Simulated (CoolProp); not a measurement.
Saturated liquid density (kg/m³) of n-hexane: the reference equation beside estimates from Tc = 507.8 K, pc = 3044 kPa, ω = 0.300. Rackett uses Z = 0.29056 − 0.08775 ω.

Values from CoolProp's reference Helmholtz-energy equation of state, Thol 2019.

| T (K) | reference | Rackett | van der Waals | Redlich-Kwong | Soave-Redlich-Kwong | Peng-Robinson |
|---|---|---|---|---|---|---|
| 373.8 | 580.2 | 584.0 | 343.1 | 493.5 | 519.5 | 588.7 |
| 379 | 574.5 | 578.1 | 339.6 | 487.4 | 513.5 | 582.1 |
| 384.2 | 568.7 | 572.0 | 336.1 | 481.1 | 507.4 | 575.3 |
| 389.5 | 562.6 | 565.7 | 332.4 | 474.5 | 500.9 | 568.1 |
| 394.7 | ___ | 559.4 | 328.8 | 467.9 | 494.3 | 560.8 |
| 400 | 550.2 | 552.9 | 324.9 | 460.9 | 487.4 | 553.1 |
| 405.2 | 543.9 | 546.3 | 321.0 | 453.9 | 480.4 | 545.2 |
| 410.4 | 537.3 | 539.5 | 317.0 | 446.7 | 473.2 | 537.0 |
| 415.7 | 530.5 | 532.5 | 312.8 | 439.2 | 465.5 | ___ |
| 420.9 | ___ | 525.4 | 308.6 | 431.5 | 457.7 | 519.5 |
| 426.2 | 516.3 | 517.9 | 304.1 | ___ | 449.4 | 510.1 |
| 431.4 | ___ | 510.3 | 299.6 | 415.4 | ___ | 500.5 |
| 436.6 | 501.3 | 502.5 | 294.9 | 407.0 | 432.1 | 490.4 |
| 441.9 | 493.1 | 494.2 | 290.0 | 398.0 | 422.8 | 479.7 |

### Question
Fill in the missing entries.

### Answer

- 394.7, reference: 556.6
- 415.7, Peng-Robinson: 528.4
- 420.9, reference: 523.6
- 426.2, Redlich-Kwong: 423.5
- 431.4, reference: 508.9
- 431.4, Soave-Redlich-Kwong: 441.0

Absolute difference from the reference over all 14 rows, mean and median: Rackett 0.4 and 0.4 %, van der Waals 41.0 and 41.0 %, Redlich-Kwong 16.9 and 16.7 %, Soave-Redlich-Kwong 12.0 and 11.8 %, Peng-Robinson 1.1 and 1.1 %.
